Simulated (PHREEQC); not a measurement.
Make-up at 25 °C: 36 mmol/kgw HCl, 0.035 mmol/kgw LiCl and 86 mmol/kgw Na2SO4. Closed to the air; pH follows from the charge balance.

Computed with PHREEQC (ion-association model, phreeqc.dat).

```tsv
quantity	before	after
ionic strength (mol/kgw)	0.227	0.120
SO4-2 (mol/kgw)	0.0525	0.0295
HSO4- (mol/kgw)	0.0217	0.00929
NaSO4- (mol/kgw)	0.0118	0.00422
SI of Halite (NaCl)	-4.09	-4.64
```

Which change was made?
A. diluted 2-fold with water
B. LiCl from 3.5e-05 to 0.000175 mol/kgw
C. diluted 5-fold with water
D. Na2SO4 from 0.086 to 0.0774 mol/kgw
E. HCl left out

A, diluted 2-fold with water

This is a speciation only: nothing precipitates in the calculation.
